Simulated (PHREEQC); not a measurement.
Solution (25 °C): 1.1 mmol/kgw KOH and 13 mmol/kgw K2SiO3. Closed to the air; pH follows from the charge balance.

Computed with PHREEQC (ion-association model, wateq4f.dat).

Each row changes one thing in this solution. This is a speciation only: nothing precipitates in the calculation.

```tsv
case	pH	ionic strength (mol/kgw)
as made	12.04	0.0284
KOH from 0.0011 to 0.011 mol/kgw	12.26	0.0392
temperature from 25 to 45 °C	11.45	0.0282
K2SiO3 left out	11.03	0.00110
KOH from 0.0011 to 0.0022 mol/kgw	[?]	0.0296
KOH from 0.0011 to 0.00022 mol/kgw	12.01	0.0275
diluted 100-fold with water	[?]	0.000271
KOH replaced by KHSO4 at the same molality	11.96	0.0291
KOH replaced by KHCO3 at the same molality	11.96	0.0293
```

Problem. Fill in the missing entries.

Solution. 
- KOH from 0.0011 to 0.0022 mol/kgw, pH: 12.07
- diluted 100-fold with water, pH: 10.24

Species that the database lacks are ignored. Away from 25 °C the constants follow the database's enthalpies or fits; those with neither stay at their 25 °C values.
